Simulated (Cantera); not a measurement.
Input: 1 mol Ti, 1.3 mol CO, 230 mol H₂, equilibrated at 1773 K and 140 Pa.

Method: chemical equilibrium by Gibbs-energy minimisation in Cantera with the NASA 1993 tables (ideal gas, pure condensed phases). Candidate condensed phases: C, C₆H₆, C₇H₈, C₈H₁₈, H₂O, Ti, TiC, TiO, TiO₂, Ti₂O₃, Ti₃O₅, Ti₄O₇; 113 gas species. Mutual solubility and eutectic melting of coexisting phases are not modelled. TiC, TiO: taken at fixed stoichiometry. Condensed phases not in the tables: solid solutions among these carbides, nitrides and lower oxides. Kinetics and transport are ignored.

Base state: H₂ 0.989, H 0.00756, CO 0.00346 (mole fractions); condensed: TiC(s) + TiO(s).

Q: What changes in the equilibrium state with this change: temperature from 1773 K to 1723 K?

A: 
```tsv
species	before	after
H₂	0.989	0.992
H	0.00756	0.00485
CO	0.00346	0.00346
TiC(s), mol	0.499	0.500
TiO(s), mol	0.497	0.499
```
